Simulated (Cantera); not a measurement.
A freely propagating, adiabatic, planar premixed flame of H₂ : O₂ : N₂ : H₂O = 1 : 0.312 : 1.17 : 0.22 (molar parts), equivalence ratio 1.6, unburnt at 550 K and 0.133 bar; mixture-averaged transport, grid criteria slope 0.08 and curve 0.16, no radiation.

Detailed kinetics in Cantera: the H2/O2 subset of GRI-Mech 3.0, which has no nitrogen chemistry. Burning velocities carry a grid error of a few per cent, more on coarse grids.

Predict: laminar burning velocity; thermal thickness; peak x(OH); peak x(O); peak x(HO₂).


| Property | Value |
|---|---|
| laminar burning velocity | 561 cm/s |
| thermal thickness | 5.78 mm |
| peak x(OH) | 0.00880 |
| peak x(O) | 0.00616 |
| peak x(HO₂) | 7.86e-5 |
